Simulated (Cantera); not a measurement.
An isothermal, constant-pressure homogeneous reactor starts with 4.35 % CH₄, 95.7 % N₂, at 1600 K and 0.00197 atm.

Detailed kinetics in Cantera: GRI-Mech 3.0 (53 species, 325 reactions). GRI-Mech 3.0 stops at C3 and has no aromatics, soot or wall deposition, so with more carbon than oxygen in the feed, carbon stays in small species such as C2H2 where larger ones or solid carbon would form. Radical loss at walls, strong at low pressure, is not modelled.

Task: Predict: x(CH₄) at 300 s; x(C₂H₄) at 300 s; x(CH₃) at 300 s; x(C₂H₂) at 300 s; x(H₂) at 300 s; x(HCN) at 300 s; x(C₂H) at 300 s.

Result: 
```
Quantity                                            Value
----------------  ---------------------------------------
x(CH₄) at 300 s   3.37e-5 (gas-phase equilibrium 6.25e-7)
x(C₂H₄) at 300 s  2.94e-7 (gas-phase equilibrium 5.84e-8)
x(CH₃) at 300 s   3.17e-6 (gas-phase equilibrium 6.22e-8)
x(C₂H₂) at 300 s   0.0208 (gas-phase equilibrium 0.00424)
x(H₂) at 300 s      0.0623 (gas-phase equilibrium 0.0623)
x(HCN) at 300 s    1.85e-5 (gas-phase equilibrium 0.0332)
x(C₂H) at 300 s   3.23e-7 (gas-phase equilibrium 6.98e-8)
```
